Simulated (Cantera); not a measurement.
Charge: 1 mol SiC, a varied amount of O₂, 770 mol H₂, held at 1675 K and 0.00128 Torr.

Method: chemical equilibrium by Gibbs-energy minimisation in Cantera with the NASA 1993 tables (ideal gas, pure condensed phases). Candidate condensed phases: C, C₆H₆, C₇H₈, C₈H₁₈, H₂O, Si, SiC, SiO₂; 123 gas species. Equilibrium is a limit: real reactors are often held back by kinetics, nucleation or transport.

Problem. At 0.31 mol O₂, list the 5 most abundant gas species with their mole fractions, and the condensed phases.

Solution. H₂ 0.913, H 0.0851, Si 0.00122, CO 0.000768, C₂H₂ (acetylene) 5.30e-5. Condensed: C(graphite).
